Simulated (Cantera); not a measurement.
Feed: 1 mol SiH2Cl2, 5.7 mol NO, 130 mol N2, equilibrated at 190 Pa.

Method: chemical equilibrium by Gibbs-energy minimisation in Cantera with the NASA 1993 tables (ideal gas, pure condensed phases). Candidate condensed phases: H2O, NH4Cl, Si, SiO2, Si2N2O, Si3N4; 47 gas species. The tables hold silica as quartz up to 1696 K and as liquid above; real silica turns to tridymite and cristobalite and melts near 1996 K. Kinetics and transport are ignored.

Question: Which condensed phases are stable at each of these points (T (K)): 875, 1075, 1275, 1475, 1675, 1875, 2075?

Answer: 
| T (K) | condensed phases | Si condensed (%) |
|---|---|---|
| 875 | SiO2(β-quartz) | 100.0 |
| 1075 | SiO2(β-quartz) | 100.0 |
| 1275 | SiO2(β-quartz) | 100.0 |
| 1475 | SiO2(β-quartz) | 100.0 |
| 1675 | SiO2(β-quartz) | 100.0 |
| 1875 | SiO2(condensed) | 98.3 |
| 2075 | gas only | 0.0 |

From 875 K to 1675 K the condensed part is SiO2(β-quartz). At 1875 K the condensed part is SiO2(condensed). At 2075 K nothing is condensed.
